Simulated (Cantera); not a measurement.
Cantera run:

```python
import numpy as np
import cantera as ct

gas_names = """
    H HNO HNO2 HNO3 HO2 H2 H2O H2O2 N NH NH2 NH3 NH2OH NO NO2 NO3 N2 N2H2 N2H4 N2O O OH O2 O3 Si SiH
    SiH2 SiH3 SiH4 SiN SiO SiO2 Si2 Si2N Si3
""".split()
cond_names = """
    H2O(s) H2O(L) Si(cr) Si(L) SiO2(Lqz) SiO2(hqz) SiO2(L) Si2N2O(s) Si3N4(a)
""".split()


def load(file, names, dense=False):
    # The tables refer to 1 bar. Condensed volumes are neglected.
    table = {s.name: s for s in ct.Species.list_from_file(file)}
    out = []
    for n in names:
        d = dict(table[n].input_data)
        d["thermo"] = dict(d["thermo"], **{"reference-pressure": 1e5})
        if dense:
            d["equation-of-state"] = {"model": "constant-volume", "density": "1e6 g/cm^3"}
        out.append(ct.Species.from_dict(d))
    return out


gas = ct.Solution(thermo="ideal-gas", species=load("nasa_gas.yaml", gas_names))
cond = {s.name: ct.Solution(thermo="fixed-stoichiometry", species=[s], name=s.name)
        for s in load("nasa_condensed.yaml", cond_names, dense=True)}
atoms = {
    'Si2H6': {'Si': 2, 'H': 6},
    'O3': {'O': 3},
    'N2': {'N': 2},
}
top_T = {'Si2N2O(s)': 2100, 'Si3N4(a)': 2400}  # K; cautious upper limits of use, not melting points


def equilibrate(T, P, feed):
    n = {}
    for name, mol in feed.items():
        for a, k in atoms[name].items():
            n[a] = n.get(a, 0.0) + k * mol
    gas.TPX = T, P, n
    mass = sum(n.values()) * gas.mean_molecular_weight
    gas.equilibrate("TP")
    valid = [c for c in cond.values() if c.min_temp <= T <= top_T.get(c.name, c.max_temp)]
    mix = ct.Mixture([(gas, mass / gas.mean_molecular_weight)] + [(c, 0.0) for c in valid])
    mix.T, mix.P = T, P
    mix.equilibrate("TP", solver="vcs", rtol=1e-11, max_steps=5000)
    return mix


results = []
feed = {'Si2H6': 1, 'O3': 0.12, 'N2': 4.4}  # mol
T = 1273.15  # K
P = 10000  # Pa
mix = equilibrate(T, P, feed)
results.append((T, P, feed, dict(zip(mix.species_names, mix.species_moles))))
print(gas.report(threshold=1e-06))
for i in range(1, mix.n_phases):
    print(f"{mix.phase(i).name:16s} {mix.phase_moles(i):12.5e} mol")
```

Output:

```
       temperature   1273.2 K
          pressure   10000 Pa
           density   0.014555 kg/m^3
  mean mol. weight   15.407 kg/kmol
   phase of matter   gas

                          1 kg             1 kmol
                     ---------------   ---------------
          enthalpy        1.9379e+06        2.9858e+07  J
   internal energy        1.2509e+06        1.9272e+07  J
           entropy             14979        2.3079e+05  J/K
    Gibbs function       -1.7133e+07       -2.6398e+08  J
 heat capacity c_p            2123.5             32717  J/K
 heat capacity c_v            1583.8             24402  J/K

                      mass frac. Y      mole frac. X     chem. pot. / RT
                     ---------------   ---------------   ---------------
                 H        1.0299e-07        1.5742e-06           -10.582
                H2          0.063449           0.48491           -21.165
               NH3        3.7078e-06        3.3543e-06           -45.992
                N2           0.93655           0.51509           -28.489
     [  +31 minor]        2.7192e-09        2.0116e-09

Si(cr)            0.00000e+00 mol
SiO2(hqz)         0.00000e+00 mol
Si2N2O(s)         3.60000e-01 mol
Si3N4(a)          4.26667e-01 mol
```

Method: chemical equilibrium by Gibbs-energy minimisation in Cantera with the NASA 1993 tables (ideal gas, pure condensed phases). The feed counts by its element totals alone. N2 is the only nitrogen source here; it is nearly inert below about 1500 K, so the nitride shown seldom forms there in practice. Mutual solubility and eutectic melting of coexisting phases are not modelled.
